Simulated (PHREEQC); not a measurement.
A made-up water analysis in mg/kgw, 75 °C, pH 6.81, pe -0.6:

| constituent | mg/kgw |
|---|---|
| Na | 0.0912 |
| K | 0.158 |
| Ca | 0.501 |
| Mg | 0.325 |
| Cl | 1.02 |
| S(6) as SO4 | 0.61 |
| Alkalinity as HCO3 | 1 |
| Mn(2) | 0.0171 |
| Zn | 0.0328 |

Valence states are taken as typed.

Model: ion-association model, wateq4f.dat, run in PHREEQC.

```yaml
ionic_strength: 9.23e-5 mol/kgw
charge_balance_error: 3.0 %
```

```tsv
species	molality	activity	log γ
Cl-	2.88e-5	2.84e-5	-0.005
HCO3-	1.52e-5	1.50e-5	-0.005
Mg+2	1.33e-5	1.27e-5	-0.021
Ca+2	1.25e-5	1.19e-5	-0.021
SO4-2	6.27e-6	5.97e-6	-0.021
CO2	4.87e-6	4.87e-6	0.000
K+	4.04e-6	3.99e-6	-0.005
Na+	3.97e-6	3.92e-6	-0.005
OH-	1.28e-6	1.26e-6	-0.005
Zn+2	4.25e-7	4.04e-7	-0.021
Mn+2	3.08e-7	2.94e-7	-0.021
H+	1.57e-7	1.55e-7	-0.005
ZnOH+	7.46e-8	7.37e-8	-0.005
MgSO4	5.34e-8	5.34e-8	0.000
CaSO4	2.11e-8	2.11e-8	0.000
MgOH+	1.43e-8	1.42e-8	-0.005
```

No solid was allowed to form. Species that the database lacks are ignored. Away from 25 °C the constants follow the database's enthalpies or fits; those with neither stay at their 25 °C values.
